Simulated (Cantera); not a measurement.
An adiabatic, constant-pressure homogeneous reactor starts with CH4 : C2H6 : C3H8 : O2 : N2 : CO2 = 1 : 0.12 : 0.11 : 2.48 : 9.31 : 2.5 (molar parts), equivalence ratio 1.2, at 1275 K and 3750 Torr.

Model: GRI-Mech 3.0 (53 species, 325 reactions), integrated in Cantera.

### Question
Predict: time of steepest temperature rise; temperature at 0.500 s; equilibrium temperature; x(N2O) at 0.500 s; x(H2O2) at 0.500 s.

### Answer
```
Item                                                                Result
---------------------------------  ---------------------------------------
time of steepest temperature rise                                 0.751 ms
temperature at 0.500 s                                              2514 K
equilibrium temperature                                             2514 K
x(N2O) at 0.500 s                  2.51e-7 (gas-phase equilibrium 2.51e-7)
x(H2O2) at 0.500 s                 1.41e-7 (gas-phase equilibrium 1.41e-7)
```
